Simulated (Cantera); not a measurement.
An isothermal, constant-pressure homogeneous reactor starts with 20.8 % CH4, 79.2 % CO2, at 1475 K and 0.280 bar.

Model: GRI-Mech 3.0 (53 species, 325 reactions), integrated in Cantera.

x: mole fraction; the columns are a selection and need not sum to one.

```json
[
 {"t (s)": "0.000900", "x CH4": "0.208", "x CO2": "0.792", "x C2H4": "(withheld)", "x HO2": "<1e-12", "x CH2O": "1.51e-8", "x O": "<1e-12", "x C2H2": "4.69e-10"},
 {"t (s)": "0.00196", "x CH4": "0.208", "x CO2": "0.792", "x C2H4": "(withheld)", "x HO2": "<1e-12", "x CH2O": "1.16e-7", "x O": "<1e-12", "x C2H2": "1.05e-8"},
 {"t (s)": "0.00429", "x CH4": "0.208", "x CO2": "0.792", "x C2H4": "(withheld)", "x HO2": "<1e-12", "x CH2O": "5.93e-7", "x O": "<1e-12", "x C2H2": "1.71e-7"},
 {"t (s)": "0.00935", "x CH4": "0.208", "x CO2": "0.792", "x C2H4": "(withheld)", "x HO2": "<1e-12", "x CH2O": "2.15e-6", "x O": "<1e-12", "x C2H2": "2.12e-6"},
 {"t (s)": "0.0204", "x CH4": "0.207", "x CO2": "0.791", "x C2H4": "(withheld)", "x HO2": "<1e-12", "x CH2O": "5.55e-6", "x O": "<1e-12", "x C2H2": "2.44e-5"},
 {"t (s)": "0.0445", "x CH4": "0.204", "x CO2": "0.790", "x C2H4": "(withheld)", "x HO2": "<1e-12", "x CH2O": "8.71e-6", "x O": "<1e-12", "x C2H2": "0.000251"},
 {"t (s)": "0.0972", "x CH4": "0.197", "x CO2": "0.785", "x C2H4": "(withheld)", "x HO2": "<1e-12", "x CH2O": "9.09e-6", "x O": "<1e-12", "x C2H2": "0.00178"},
 {"t (s)": "0.212", "x CH4": "0.184", "x CO2": "0.772", "x C2H4": "(withheld)", "x HO2": "<1e-12", "x CH2O": "7.88e-6", "x O": "<1e-12", "x C2H2": "0.00700"},
 {"t (s)": "0.463", "x CH4": "0.162", "x CO2": "0.742", "x C2H4": "(withheld)", "x HO2": "<1e-12", "x CH2O": "6.90e-6", "x O": "1.39e-12", "x C2H2": "0.0168"},
 {"t (s)": "1.01", "x CH4": "0.126", "x CO2": "0.679", "x C2H4": "(withheld)", "x HO2": "<1e-12", "x CH2O": "6.89e-6", "x O": "1.93e-12", "x C2H2": "0.0314"},
 {"t (s)": "2.20", "x CH4": "0.0773", "x CO2": "0.574", "x C2H4": "(withheld)", "x HO2": "<1e-12", "x CH2O": "8.40e-6", "x O": "2.70e-12", "x C2H2": "0.0501"},
 {"t (s)": "4.81", "x CH4": "0.0319", "x CO2": "0.463", "x C2H4": "(withheld)", "x HO2": "<1e-12", "x CH2O": "7.55e-6", "x O": "3.74e-12", "x C2H2": "0.0608"},
 {"t (s)": "10.5", "x CH4": "0.0153", "x CO2": "0.383", "x C2H4": "(withheld)", "x HO2": "<1e-12", "x CH2O": "3.19e-6", "x O": "5.46e-12", "x C2H2": "0.0467"},
 {"t (s)": "22.9", "x CH4": "0.0115", "x CO2": "0.322", "x C2H4": "(withheld)", "x HO2": "<1e-12", "x CH2O": "1.15e-6", "x O": "7.01e-12", "x C2H2": "0.0245"},
 {"t (s)": "50.0", "x CH4": "0.00720", "x CO2": "0.277", "x C2H4": "(withheld)", "x HO2": "<1e-12", "x CH2O": "3.83e-7", "x O": "1.06e-11", "x C2H2": "0.00845"}
]
```

Question: Some entries are withheld; supply them.

Answer: 
- 0.000900, x C2H4: 3.31e-7
- 0.00196, x C2H4: 2.68e-6
- 0.00429, x C2H4: 1.53e-5
- 0.00935, x C2H4: 6.97e-5
- 0.0204, x C2H4: 0.000299
- 0.0445, x C2H4: 0.00109
- 0.0972, x C2H4: 0.00246
- 0.212, x C2H4: 0.00279
- 0.463, x C2H4: 0.00201
- 1.01, x C2H4: 0.00140
- 2.20, x C2H4: 0.000905
- 4.81, x C2H4: 0.000482
- 10.5, x C2H4: 0.000355
- 22.9, x C2H4: 0.000238
- 50.0, x C2H4: 9.95e-5
